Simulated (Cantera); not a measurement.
# Thermodynamics of carbothermic reduction, feed Fe₃O₄ + CH₄ + H₂

A closed system holds: 1 mol Fe₃O₄, 0.72 mol CH₄, 10 mol H₂, held at 0.0350 bar.

These are equilibrium values from Cantera (NASA tables, ideal gas, pure condensed phases), not measurements of a reactor. Candidate condensed phases: C, C₆H₆, C₇H₈, C₈H₁₈, Fe, Fe(CO)₅, FeO, Fe(OH)₂, Fe(OH)₃, Fe₂O₃, Fe₃O₄, H₂O; 114 gas species. Rates play no part.

From 1202 °C to 1302 °C the condensed part is Fe(γ). From 1402 °C to 1502 °C the condensed part is Fe(δ). From 1602 °C to 2002 °C the condensed part is Fe(l). At 2102 °C nothing is condensed. The main Fe-bearing gas is Fe(OH)₂ at 1202 °C and Fe at 2102 °C.

| T (°C) | x H₂ | x H₂O | x Fe | x CO | x H | x CO₂ | n Fe(γ) | n Fe(δ) | n Fe(l) |
|---|---|---|---|---|---|---|---|---|---|
| 1202 | 0.679 | 0.262 | 2.50e-6 | 0.0513 | 5.71e-5 | 0.00796 | 3.00 | 0 | 0 |
| 1302 | 0.678 | 0.263 | 1.95e-5 | 0.0522 | 0.000183 | 0.00698 | 3.00 | 0 | 0 |
| 1402 | 0.677 | 0.263 | 0.000119 | 0.0530 | 0.000511 | 0.00622 | 0 | 3.00 | 0 |
| 1502 | 0.675 | 0.264 | 0.000582 | 0.0535 | 0.00127 | 0.00562 | 0 | 2.99 | 0 |
| 1602 | 0.672 | 0.263 | 0.00232 | 0.0539 | 0.00287 | 0.00513 | 0 | 0 | 2.97 |
| 1702 | 0.666 | 0.262 | 0.00784 | 0.0538 | 0.00597 | 0.00471 | 0 | 0 | 2.90 |
| 1802 | 0.650 | 0.256 | 0.0234 | 0.0531 | 0.0115 | 0.00432 | 0 | 0 | 2.70 |
| 1902 | 0.616 | 0.244 | 0.0629 | 0.0509 | 0.0205 | 0.00387 | 0 | 0 | 2.16 |
| 2002 | 0.544 | 0.215 | 0.154 | 0.0457 | 0.0335 | 0.00326 | 0 | 0 | 0.699 |
| 2102 | 0.504 | 0.200 | 0.189 | 0.0432 | 0.0535 | 0.00293 | 0 | 0 | 0 |
x: gas mole fraction; n: condensed amount in mol.
